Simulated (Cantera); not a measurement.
Mixture: CH4 : O2 : N2 = 1 : 1.54 : 5.78 (molar parts), equivalence ratio 1.3, at 0.345 atm, adiabatic and at constant pressure. Ignition delay is the time to a rise of 400 K.

Cantera simulation using GRI-Mech 3.0 (53 species, 325 reactions); the numbers are that mechanism's predictions, not measurements.

Task: What does this change do: 0.018 parts H2 added?

Result: 
| quantity | before | after |
|---|---|---|
| delay at 1225 K | 85.1 ms | 69.3 ms |
| delay at 1375 K | 11.4 ms | 9.92 ms |
| delay at 1525 K | 2.27 ms | 2.08 ms |
| delay at 1675 K | 0.668 ms | 0.635 ms |
| delay at 1825 K | 0.256 ms | 0.248 ms |
| apparent activation energy between 1750 and 1900 K | 160 kJ/mol | 160 kJ/mol |

Task: What does this change do: constant volume in place of constant pressure?

Result: 
```json
[
 {"quantity": "delay at 1225 K", "before": "85.1 ms", "after": "80.7 ms"},
 {"quantity": "delay at 1375 K", "before": "11.4 ms", "after": "10.8 ms"},
 {"quantity": "delay at 1525 K", "before": "2.27 ms", "after": "2.15 ms"},
 {"quantity": "delay at 1675 K", "before": "0.668 ms", "after": "0.633 ms"},
 {"quantity": "delay at 1825 K", "before": "0.256 ms", "after": "0.241 ms"},
 {"quantity": "apparent activation energy between 1750 and 1900 K", "before": "160 kJ/mol", "after": "160 kJ/mol"}
]
```

Task: What does this change do: 0.02 parts C2H6 added?

Result: 
| quantity | before | after |
|---|---|---|
| delay at 1225 K | 85.1 ms | 46.8 ms |
| delay at 1375 K | 11.4 ms | 6.11 ms |
| delay at 1525 K | 2.27 ms | 1.12 ms |
| delay at 1675 K | 0.668 ms | 0.325 ms |
| delay at 1825 K | 0.256 ms | 0.140 ms |
| apparent activation energy between 1750 and 1900 K | 160 kJ/mol | 130 kJ/mol |
